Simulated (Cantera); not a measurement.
Cantera run, input and output.

```python
import numpy as np
import cantera as ct

gas = ct.Solution("gri30.yaml")
gas.TPX = 1223, 20000, {'CO': 0.004, 'O2': 0.0068, 'H2O': 0.023, 'N2': 1}
reactor = ct.IdealGasConstPressureReactor(gas, energy="off", clone=False)
net = ct.ReactorNet([reactor])
net.rtol, net.atol = 1e-08, 1e-18
show = ['CO', 'O2', 'H2O', 'H2', 'HO2', 'NO2']
times = np.geomspace(5e-05, 9, 10)

steps = ct.SolutionArray(gas, extra=["t"])
rows = []
print(f"{'t/s':>10s}{'T/K':>9s}{'P/Pa':>11s}" + "".join(f"{s:>11s}" for s in show))
for t in times:
    while net.time < t:
        t_next = net.step()
        steps.append(gas.state, t=t_next)
    rows.append([np.interp(t, steps.t, y) for y in (steps.T, steps.P, *steps(*show).X.T)])
    print(f"{t:10.3e}{rows[-1][0]:9.1f}{rows[-1][1]:11.4g}" + "".join(f"{x:11.3e}" for x in rows[-1][2:]))
rate = np.gradient(steps.T, steps.t)
print("integrator steps:", len(steps.t))
if steps.T.max() > steps.T[0] + 200:
    print(f"time of steepest temperature rise: {steps.t[rate.argmax()]:.4e} s")
gas.TPX = 1223, 20000, {'CO': 0.004, 'O2': 0.0068, 'H2O': 0.023, 'N2': 1}
gas.equilibrate("TP")
print(f"equilibrium (TP): T = {gas.T:.1f} K  " + "  ".join(f"{s} {gas[s].X[0]:.3e}" for s in show))
```

Output:

```
       t/s      T/K       P/Pa         CO         O2        H2O         H2        HO2        NO2
 5.000e-05   1223.0      2e+04  3.869e-03  6.578e-03  2.225e-02  1.191e-15  1.049e-12  4.321e-30
 1.918e-04   1223.0      2e+04  3.869e-03  6.578e-03  2.225e-02  9.754e-14  4.010e-12  3.275e-28
 7.359e-04   1223.0      2e+04  3.869e-03  6.578e-03  2.225e-02  8.428e-12  1.604e-11  3.224e-26
 2.823e-03   1223.0      2e+04  3.869e-03  6.578e-03  2.225e-02  6.357e-10  1.307e-10  7.728e-24
 1.083e-02   1223.0      2e+04  3.865e-03  6.575e-03  2.225e-02  8.313e-07  8.569e-08  7.786e-18
 4.155e-02   1223.0      2e+04  3.717e-04  4.984e-03  2.163e-02  3.879e-04  4.133e-07  8.036e-12
 1.594e-01   1223.0      2e+04  1.322e-05  4.656e-03  2.224e-02  2.522e-05  1.455e-07  1.116e-10
 6.115e-01   1223.0      2e+04  8.305e-07  4.650e-03  2.228e-02  1.809e-06  1.647e-08  3.304e-10
 2.346e+00   1223.0      2e+04  7.954e-08  4.651e-03  2.229e-02  2.390e-07  2.276e-09  2.594e-10
 9.000e+00   1223.0      2e+04  1.417e-08  4.651e-03  2.229e-02  5.060e-08  5.569e-10  1.578e-10
integrator steps: 1441
equilibrium (TP): T = 1223.0 K  CO 3.804e-09  O2 4.633e-03  H2O 2.229e-02  H2 1.498e-08  HO2 3.115e-10  NO2 3.862e-08
```

Computed with Cantera and GRI-Mech 3.0 (53 species, 325 reactions).
